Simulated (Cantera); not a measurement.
Cantera run:

```python
import numpy as np
import cantera as ct

gas_names = """
    C CN CO CO2 C2 CCN CNC C2N2 C2O C3 C3O2 C4 C4N2 C5 Cu CuO Cu2 N NCO NO NO2 NO3 N2 N2O O O2 O3
""".split()
cond_names = """
    C(gr) Cu(cr) Cu(L) CuO(s) Cu2O(s) Cu2O(L)
""".split()


# ... load() reads the species with a 1 bar reference pressure and builds the phases ...
atoms = {
    'CuO': {'Cu': 1, 'O': 1},
    'C': {'C': 1},
    'N2': {'N': 2},
}
top_T = {'C(gr)': 4500, 'CuO(s)': 1390}  # K; cautious upper limits of use, not melting points


# ... equilibrate(T, P, feed) seeds the gas with the atoms and calls Mixture.equilibrate('TP', solver="vcs", rtol=1e-11, max_steps=5000) ...
results = []
feed = {'CuO': 1, 'C': 1.8, 'N2': 14}  # mol
for P in [10, 32, 100, 320, 1000, 3200, 10000, 32000, 100000, 320000, 1000000]:
    for T in [925, 1075, 1225, 1375, 1525, 1675, 1825, 1975, 2125, 2275]:
        mix = equilibrate(T, P, feed)
        results.append((T, P, feed, dict(zip(mix.species_names, mix.species_moles))))

for T, P, feed, n in results:
    print(f"{T:7g} {P:10.4g}  " + (" + ".join(c for c in cond_names if n.get(c, 0) > 1e-12) or "gas only"))
```

Result:

```
    925         10  C(gr) + Cu(cr)
   1075         10  C(gr) + Cu(cr)
   1225         10  C(gr) + Cu(cr)
   1375         10  C(gr) + Cu(L)
   1525         10  C(gr)
   1675         10  C(gr)
   1825         10  C(gr)
   1975         10  C(gr)
   2125         10  C(gr)
   2275         10  C(gr)
    925         32  C(gr) + Cu(cr)
   1075         32  C(gr) + Cu(cr)
   1225         32  C(gr) + Cu(cr)
   1375         32  C(gr) + Cu(L)
   1525         32  C(gr) + Cu(L)
   1675         32  C(gr)
   1825         32  C(gr)
   1975         32  C(gr)
   2125         32  C(gr)
   2275         32  C(gr)
    925        100  C(gr) + Cu(cr)
   1075        100  C(gr) + Cu(cr)
   1225        100  C(gr) + Cu(cr)
   1375        100  C(gr) + Cu(L)
   1525        100  C(gr) + Cu(L)
   1675        100  C(gr)
   1825        100  C(gr)
   1975        100  C(gr)
   2125        100  C(gr)
   2275        100  C(gr)
    925        320  C(gr) + Cu(cr)
   1075        320  C(gr) + Cu(cr)
   1225        320  C(gr) + Cu(cr)
   1375        320  C(gr) + Cu(L)
   1525        320  C(gr) + Cu(L)
   1675        320  C(gr) + Cu(L)
   1825        320  C(gr)
   1975        320  C(gr)
   2125        320  C(gr)
   2275        320  C(gr)
    925       1000  C(gr) + Cu(cr)
   1075       1000  C(gr) + Cu(cr)
   1225       1000  C(gr) + Cu(cr)
   1375       1000  C(gr) + Cu(L)
   1525       1000  C(gr) + Cu(L)
   1675       1000  C(gr) + Cu(L)
   1825       1000  C(gr)
   1975       1000  C(gr)
   2125       1000  C(gr)
   2275       1000  C(gr)
    925       3200  C(gr) + Cu(cr)
   1075       3200  C(gr) + Cu(cr)
   1225       3200  C(gr) + Cu(cr)
   1375       3200  C(gr) + Cu(L)
   1525       3200  C(gr) + Cu(L)
   1675       3200  C(gr) + Cu(L)
   1825       3200  C(gr) + Cu(L)
   1975       3200  C(gr)
   2125       3200  C(gr)
   2275       3200  C(gr)
    925      1e+04  C(gr) + Cu(cr)
   1075      1e+04  C(gr) + Cu(cr)
   1225      1e+04  C(gr) + Cu(cr)
   1375      1e+04  C(gr) + Cu(L)
   1525      1e+04  C(gr) + Cu(L)
   1675      1e+04  C(gr) + Cu(L)
   1825      1e+04  C(gr) + Cu(L)
   1975      1e+04  C(gr) + Cu(L)
   2125      1e+04  C(gr)
   2275      1e+04  C(gr)
    925    3.2e+04  C(gr) + Cu(cr)
   1075    3.2e+04  C(gr) + Cu(cr)
   1225    3.2e+04  C(gr) + Cu(cr)
   1375    3.2e+04  C(gr) + Cu(L)
   1525    3.2e+04  C(gr) + Cu(L)
   1675    3.2e+04  C(gr) + Cu(L)
   1825    3.2e+04  C(gr) + Cu(L)
   1975    3.2e+04  C(gr) + Cu(L)
   2125    3.2e+04  C(gr) + Cu(L)
   2275    3.2e+04  C(gr)
    925      1e+05  C(gr) + Cu(cr)
   1075      1e+05  C(gr) + Cu(cr)
   1225      1e+05  C(gr) + Cu(cr)
   1375      1e+05  C(gr) + Cu(L)
   1525      1e+05  C(gr) + Cu(L)
   1675      1e+05  C(gr) + Cu(L)
   1825      1e+05  C(gr) + Cu(L)
   1975      1e+05  C(gr) + Cu(L)
   2125      1e+05  C(gr) + Cu(L)
   2275      1e+05  C(gr) + Cu(L)
    925    3.2e+05  C(gr) + Cu(cr)
   1075    3.2e+05  C(gr) + Cu(cr)
   1225    3.2e+05  C(gr) + Cu(cr)
   1375    3.2e+05  C(gr) + Cu(L)
   1525    3.2e+05  C(gr) + Cu(L)
   1675    3.2e+05  C(gr) + Cu(L)
   1825    3.2e+05  C(gr) + Cu(L)
   1975    3.2e+05  C(gr) + Cu(L)
   2125    3.2e+05  C(gr) + Cu(L)
   2275    3.2e+05  C(gr) + Cu(L)
    925      1e+06  C(gr) + Cu(cr)
   1075      1e+06  C(gr) + Cu(cr)
   1225      1e+06  C(gr) + Cu(cr)
   1375      1e+06  C(gr) + Cu(L)
   1525      1e+06  C(gr) + Cu(L)
   1675      1e+06  C(gr) + Cu(L)
   1825      1e+06  C(gr) + Cu(L)
   1975      1e+06  C(gr) + Cu(L)
   2125      1e+06  C(gr) + Cu(L)
   2275      1e+06  C(gr) + Cu(L)
```

Equilibrium computed with Cantera from the NASA thermochemical tables; the gas is ideal and each condensed phase is pure.
